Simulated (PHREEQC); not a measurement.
K2CO3 is added in steps, without added water, to 1 kg of water holding 0.24 mol CaCl2, 0.00038 mol Na2CO3 and 0.00078 mol KCl, at 45 °C. No CO2 enters from the air. Solids allowed: Calcite, Gaylussite, Halite, Kalicinite, Nahcolite, Natron, Pirssonite, Portlandite, Sylvite, Trona. Others were left out.

Base run: PHREEQC, Pitzer model, pitzer.dat. Each further column changes one thing. The table gives pH.

| K2CO3 added (mol) | base | database wateq4f.dat | database phreeqc.dat, metal-ligand complexes left out | database phreeqc.dat, Debye-Hückel limiting law | database phreeqc.dat, all activity coefficients set to 1 |
|---|---|---|---|---|---|
| 0 | 7.89 | 8.25 | 8.12 | ___ | 8.05 |
| 0.096 | 8.08 | 8.34 | 8.24 | 8.82 | 8.13 |
| 0.192 | 8.41 | 8.53 | 8.49 | ___ | ___ |
| 0.288 | 10.74 | 10.76 | 10.76 | ___ | 11.11 |
| 0.384 | 10.98 | 10.98 | 10.97 | 10.37 | ___ |
| 0.48 | 11.09 | 11.07 | 11.06 | 10.33 | 11.48 |
| 0.576 | 11.17 | 11.13 | 11.12 | ___ | 11.56 |
| 0.672 | 11.23 | 11.17 | 11.17 | ___ | 11.61 |
| 0.768 | 11.29 | 11.21 | 11.20 | 10.14 | 11.66 |
| 0.864 | 11.33 | 11.23 | 11.23 | 10.06 | 11.70 |
| 0.96 | 11.38 | 11.26 | 11.25 | 9.95 | 11.73 |

Question: Fill in the missing entries.

Answer: 
- 0, database phreeqc.dat, Debye-Hückel limiting law: 8.77
- 0.192, database phreeqc.dat, Debye-Hückel limiting law: 8.99
- 0.192, database phreeqc.dat, all activity coefficients set to 1: 8.30
- 0.288, database phreeqc.dat, Debye-Hückel limiting law: 10.30
- 0.384, database phreeqc.dat, all activity coefficients set to 1: 11.36
- 0.576, database phreeqc.dat, Debye-Hückel limiting law: 10.27
- 0.672, database phreeqc.dat, Debye-Hückel limiting law: 10.21

In brines, pH and single-ion activities rest on the MacInnes convention. At this temperature some constants are extrapolated from 25 °C, and those without enthalpy data are left unchanged. The ionic strength passes 0.7 mol/kgw, the rough limit of the ion-association models, in part of: database wateq4f.dat; database phreeqc.dat, metal-ligand complexes left out; database phreeqc.dat, Debye-Hückel limiting law; database phreeqc.dat, all activity coefficients set to 1. pitzer.dat has no redox and few complexes: it carries them in its interaction parameters. phreeqc.dat and wateq4f.dat share most of their constants, so their agreement is no independent check. Solids allowed in the column 'database wateq4f.dat': Aragonite, Portlandite, Halite, Nahcolite, Natron. Solids allowed in the column 'database phreeqc.dat, metal-ligand complexes left out': Aragonite, Halite, Sylvite. Solids allowed in the column 'database phreeqc.dat, Debye-Hückel limiting law': Aragonite, Halite, Sylvite. Solids allowed in the column 'database phreeqc.dat, all activity coefficients set to 1': Aragonite, Halite, Sylvite.
